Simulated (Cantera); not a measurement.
A perfectly stirred reactor is fed with NH3 : H2 = 1 : 2.9 (molar parts), at 0.227 atm; it is held at 1850 K, and followed from long to short residence time.

Model: the gas-phase N/H chemistry of the illustrative SiF4/NH3 mechanism in the Surface Chemkin manual (1991), integrated in Cantera. Walls and surfaces, which speed up NH3 decomposition in real reactors, are not modelled.

Question: What does this change do: H2 2.9 to 0.98 parts?

Answer: 
```json
[
 {"quantity": "x(NH3) at τ = 1.20 s", "before": "0.117", "after": "0.199"},
 {"quantity": "x(H2) at τ = 1.20 s", "before": "0.827", "after": "0.699"},
 {"quantity": "x(N) at τ = 1.20 s", "before": "1.96e-7", "after": "1.99e-7"},
 {"quantity": "x(H) at τ = 1.20 s", "before": "0.000362", "after": "0.000260"},
 {"quantity": "x(N2H2) at τ = 1.20 s", "before": "2.18e-7", "after": "4.34e-7"},
 {"quantity": "x(NH3) at τ = 0.110 s", "before": "0.230", "after": "0.439"},
 {"quantity": "x(H2) at τ = 0.110 s", "before": "0.759", "after": "0.539"},
 {"quantity": "x(N) at τ = 0.110 s", "before": "1.89e-7", "after": "1.80e-7"},
 {"quantity": "x(H) at τ = 0.110 s", "before": "0.000265", "after": "0.000152"},
 {"quantity": "x(N2H2) at τ = 0.110 s", "before": "4.97e-7", "after": "1.21e-6"}
]
```
